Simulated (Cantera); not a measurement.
Feed: 1 mol HMDSO, 8.8 mol O₃, 35 mol H₂, equilibrated at 948 K and 82.5 Torr.

These are equilibrium values from Cantera (NASA tables, ideal gas, pure condensed phases), not measurements of a reactor. Candidate condensed phases: C, C₆H₆, C₇H₈, C₈H₁₈, H₂O, Si, SiC, SiO₂; 123 gas species. The feed counts by its element totals alone. The numbers say what is thermodynamically allowed, not how fast it happens.

Base state: H₂ 0.588, H₂O 0.291, CO 0.0633, CO₂ 0.0567, CH₄ 8.90e-5 (mole fractions); condensed: SiO₂(β-quartz).

**Question.** What changes in the equilibrium state with this change: H₂ from 35 to 12 mol?

**Answer.** 
```
species               before    after
-------------------  -------  -------
H₂O                    0.291    0.479
H₂                     0.588    0.299
CO₂                   0.0567    0.165
CO                    0.0633   0.0569
CH₄                  8.90e-5  6.36e-6
SiO₂(β-quartz), mol     2.00     2.00
```
